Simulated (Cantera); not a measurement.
## Moist CO burnout

An isothermal, constant-pressure homogeneous reactor starts with 1.17 % CO, 1.36 % O2, 0.156 % H2O, 97.3 % N2, at 1300 K and 0.168 atm.

Model: GRI-Mech 3.0 (53 species, 325 reactions), integrated in Cantera.

```csv
t (s),x CO,x O2,x H2O,x NO,x O,x HO2,x H2
3.00e-5,0.0117,0.0136,0.00156,<1e-12,1.73e-10,<1e-12,<1e-12
0.000160,0.0117,0.0136,0.00156,<1e-12,9.18e-10,2.33e-12,<1e-12
0.000857,0.0117,0.0136,0.00156,<1e-12,4.99e-9,1.52e-11,3.33e-12
0.00458,0.0117,0.0136,0.00156,<1e-12,7.23e-8,8.22e-10,8.01e-10
0.0245,0.00954,0.0121,0.00128,3.96e-8,0.00118,4.19e-7,3.75e-5
0.131,0.000558,0.00798,0.00145,3.55e-6,0.000292,2.71e-7,2.81e-5
0.700,2.29e-5,0.00783,0.00156,3.67e-6,1.09e-5,5.27e-8,1.12e-6
3.74,1.02e-6,0.00783,0.00156,3.68e-6,5.75e-7,3.50e-9,5.78e-8
20.0,9.87e-8,0.00783,0.00157,3.69e-6,6.98e-8,4.07e-10,6.88e-9
```
x: mole fraction; the columns are a selection and need not sum to one.

Equilibrium at this temperature and pressure: CO 4.97e-8, O2 0.00779, H2O 0.00157, NO 8.54e-5, O 3.81e-8, HO2 2.54e-10, H2 3.76e-9 (gas phase only).
